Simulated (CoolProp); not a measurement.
Toluene at several states: Z from the reference equation and from simpler models built on Tc = 318.6 °C, pc = 4126 kPa, ω = 0.266; each cubic takes its own stable root.

Model: reference Helmholtz-energy equation of state, Lemmon 2006, in CoolProp. It is a short technical equation, of lower accuracy than the large ones.

```csv
T (°C),p (kPa),phase,reference
70.25,4790,liquid,0.1875
304.65,4380,liquid,0.1700
178.05,20.1,gas,0.9956
-28.85,101,liquid,0.005023
-24.55,16300,liquid,0.7921
258.65,255,gas,0.9669
```

Problem. How far does each simpler model (van der Waals, Redlich-Kwong, Soave-Redlich-Kwong, Peng-Robinson) lie from the reference over these 6 states: mean and median of the absolute difference, and the worst?

Solution. 
- van der Waals: mean 44.8 %, median 63.5 %, worst +72.0 % at -28.85 °C and 101 kPa
- Redlich-Kwong: mean 12.3 %, median 14.7 %, worst +28.2 % at 304.65 °C and 4380 kPa
- Soave-Redlich-Kwong: mean 10.7 %, median 12.6 %, worst +24.8 % at 304.65 °C and 4380 kPa
- Peng-Robinson: mean 2.6 %, median 1.3 %, worst +11.8 % at 304.65 °C and 4380 kPa
